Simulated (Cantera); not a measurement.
Cantera run:

```python
import numpy as np
import cantera as ct

gas_names = """
    N NO NO2 NO3 N2 N2O O O2 O3 Pb PbO Pb2
""".split()
cond_names = """
    Pb(cr) Pb(L) PbO(rd) PbO(yw) PbO(L) PbO2(s) Pb3O4(s)
""".split()


def load(file, names, dense=False):
    # The tables refer to 1 bar. Condensed volumes are neglected.
    table = {s.name: s for s in ct.Species.list_from_file(file)}
    out = []
    for n in names:
        d = dict(table[n].input_data)
        d["thermo"] = dict(d["thermo"], **{"reference-pressure": 1e5})
        if dense:
            d["equation-of-state"] = {"model": "constant-volume", "density": "1e6 g/cm^3"}
        out.append(ct.Species.from_dict(d))
    return out


gas = ct.Solution(thermo="ideal-gas", species=load("nasa_gas.yaml", gas_names))
cond = {s.name: ct.Solution(thermo="fixed-stoichiometry", species=[s], name=s.name)
        for s in load("nasa_condensed.yaml", cond_names, dense=True)}
atoms = {
    'PbO': {'Pb': 1, 'O': 1},
    'N2': {'N': 2},
}
top_T = {'Pb3O4(s)': 820}  # K; cautious upper limits of use, not melting points


def equilibrate(T, P, feed):
    n = {}
    for name, mol in feed.items():
        for a, k in atoms[name].items():
            n[a] = n.get(a, 0.0) + k * mol
    gas.TPX = T, P, n
    mass = sum(n.values()) * gas.mean_molecular_weight
    gas.equilibrate("TP")
    valid = [c for c in cond.values() if c.min_temp <= T <= top_T.get(c.name, c.max_temp)]
    mix = ct.Mixture([(gas, mass / gas.mean_molecular_weight)] + [(c, 0.0) for c in valid])
    mix.T, mix.P = T, P
    mix.equilibrate("TP", solver="vcs", rtol=1e-11, max_steps=5000)
    return mix


results = []
feed = {'PbO': 1, 'N2': 77}  # mol
T = 898.15  # K
P = 38  # Pa
mix = equilibrate(T, P, feed)
results.append((T, P, feed, dict(zip(mix.species_names, mix.species_moles))))
print(gas.report(threshold=0.001))
for i in range(1, mix.n_phases):
    print(f"{mix.phase(i).name:16s} {mix.phase_moles(i):12.5e} mol")
```

Result:

```
       temperature   898.15 K
          pressure   38 Pa
           density   0.00014257 kg/m^3
  mean mol. weight   28.018 kg/kmol
   phase of matter   gas

                          1 kg             1 kmol
                     ---------------   ---------------
          enthalpy        6.4834e+05        1.8165e+07  J
   internal energy        3.8181e+05        1.0698e+07  J
           entropy             10357        2.9018e+05  J/K
    Gibbs function       -8.6535e+06       -2.4246e+08  J
 heat capacity c_p              1146             32109  J/K
 heat capacity c_v            849.26             23795  J/K

                      mass frac. Y      mole frac. X     chem. pot. / RT
                     ---------------   ---------------   ---------------
                N2           0.99982           0.99998           -32.468
     [  +11 minor]        0.00017551        2.3965e-05

Pb(L)             0.00000e+00 mol
PbO(yw)           9.98304e-01 mol
PbO2(s)           0.00000e+00 mol
```

Equilibrium computed with Cantera from the NASA thermochemical tables; the gas is ideal and each condensed phase is pure.
